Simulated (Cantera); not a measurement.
**Low-pressure radical oxidation in H2/O2**

An isothermal, constant-pressure homogeneous reactor starts with 0.670 % H₂, 75.3 % O₂, 24.1 % N₂, at 900 K and 0.00190 bar.

Computed with Cantera and GRI-Mech 3.0 (53 species, 325 reactions). Radical loss at walls, strong at low pressure, is not modelled. Below about 950 K walls govern HO2 and H2O2 in real vessels.

```json
[
 {"t (s)": "0.000200", "x H₂": "0.00670", "x O₂": "0.753", "x NO": "<1e-12", "x HO₂": "<1e-12", "x H₂O₂": "<1e-12", "x NO₂": "<1e-12"},
 {"t (s)": "0.000484", "x H₂": "0.00670", "x O₂": "0.753", "x NO": "<1e-12", "x HO₂": "<1e-12", "x H₂O₂": "<1e-12", "x NO₂": "<1e-12"},
 {"t (s)": "0.00117", "x H₂": "0.00670", "x O₂": "0.753", "x NO": "<1e-12", "x HO₂": "<1e-12", "x H₂O₂": "<1e-12", "x NO₂": "<1e-12"},
 {"t (s)": "0.00283", "x H₂": "0.00670", "x O₂": "0.753", "x NO": "<1e-12", "x HO₂": "<1e-12", "x H₂O₂": "<1e-12", "x NO₂": "<1e-12"},
 {"t (s)": "0.00684", "x H₂": "0.00670", "x O₂": "0.753", "x NO": "<1e-12", "x HO₂": "2.28e-12", "x H₂O₂": "<1e-12", "x NO₂": "<1e-12"},
 {"t (s)": "0.0165", "x H₂": "0.00670", "x O₂": "0.753", "x NO": "<1e-12", "x HO₂": "5.55e-12", "x H₂O₂": "<1e-12", "x NO₂": "<1e-12"},
 {"t (s)": "0.0400", "x H₂": "0.00670", "x O₂": "0.753", "x NO": "<1e-12", "x HO₂": "1.37e-11", "x H₂O₂": "<1e-12", "x NO₂": "<1e-12"},
 {"t (s)": "0.0967", "x H₂": "0.00670", "x O₂": "0.753", "x NO": "<1e-12", "x HO₂": "4.49e-11", "x H₂O₂": "<1e-12", "x NO₂": "<1e-12"},
 {"t (s)": "0.234", "x H₂": "0.00669", "x O₂": "0.752", "x NO": "<1e-12", "x HO₂": "3.37e-8", "x H₂O₂": "1.99e-12", "x NO₂": "<1e-12"},
 {"t (s)": "0.566", "x H₂": "0.000205", "x O₂": "0.748", "x NO": "4.70e-10", "x HO₂": "5.66e-7", "x H₂O₂": "5.00e-9", "x NO₂": "<1e-12"},
 {"t (s)": "1.37", "x H₂": "2.47e-5", "x O₂": "0.749", "x NO": "1.44e-9", "x HO₂": "3.49e-7", "x H₂O₂": "1.50e-9", "x NO₂": "<1e-12"},
 {"t (s)": "3.31", "x H₂": "1.16e-5", "x O₂": "0.750", "x NO": "2.00e-9", "x HO₂": "2.61e-7", "x H₂O₂": "1.43e-9", "x NO₂": "<1e-12"},
 {"t (s)": "8.00", "x H₂": "3.73e-6", "x O₂": "0.751", "x NO": "2.17e-9", "x HO₂": "1.59e-7", "x H₂O₂": "1.37e-9", "x NO₂": "<1e-12"}
]
```
x: mole fraction; the columns are a selection and need not sum to one.

Equilibrium at this temperature and pressure: H₂ <1e-12, O₂ 0.752, NO 9.72e-6, HO₂ 2.22e-11, H₂O₂ <1e-12, NO₂ 9.33e-8 (gas phase only).
